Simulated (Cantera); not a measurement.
A closed system holds: 1 mol SiCl4, 0.19 mol O3, at 950 °C and 63000 Pa.

Equilibrium computed with Cantera from the NASA thermochemical tables; the gas is ideal and each condensed phase is pure. The tables hold silica as quartz up to 1696 K and as liquid above; real silica turns to tridymite and cristobalite and melts near 1996 K. Rates play no part.

```tsv
species	before	after
SiCl4	0.555	0.448
Cl	0.00501	0.361
Cl2	0.440	0.185
SiCl2	<1e-9	0.000115
SiCl3	2.54e-7	0.00656
ClO	8.12e-9	1.01e-5
SiO2(β-quartz), mol	0.285	0
SiO2(condensed), mol	0	0.285
```
Gas species are given as mole fractions.

**Question.** Name the change that produced these shifts.
(A) O3 from 0.19 to 0.51 mol
(B) temperature from 950 °C to 1700 °C
(C) temperature from 950 °C to 1452 °C
(D) O3 from 0.19 to 0.095 mol

**Answer.** B, temperature from 950 °C to 1700 °C. The tables' values for SiCl3 are old estimates; treat these amounts as uncertain
